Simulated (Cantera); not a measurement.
Cantera with NASA thermochemical tables; ideal gases at 1 bar, condensed phases pure. Values are per mole of reaction as written; species without (g) are pure solids or liquids, kept so even where they would boil at 1 bar. VO: taken at fixed stoichiometry.

Problem. Between 2273 and 2873 K, where is each reaction favourable under standard conditions?
- O(g) + VO = VO2(g)
- V2O5 = O2(g) + V2O3

Solution. 
- O(g) + VO = VO2(g): ΔG° is -127 kJ at 2273 K and -116 kJ at 2873 K; it stays negative (K > 1). ΔH° is -177 kJ and ΔS° -21 J/K at 2873 K.
- V2O5 = O2(g) + V2O3: ΔG° is 47 kJ at 2273 K and -39 kJ at 2873 K; it changes sign between 2573 and 2673 K. ΔH° is 388 kJ and ΔS° 149 J/K at 2873 K.
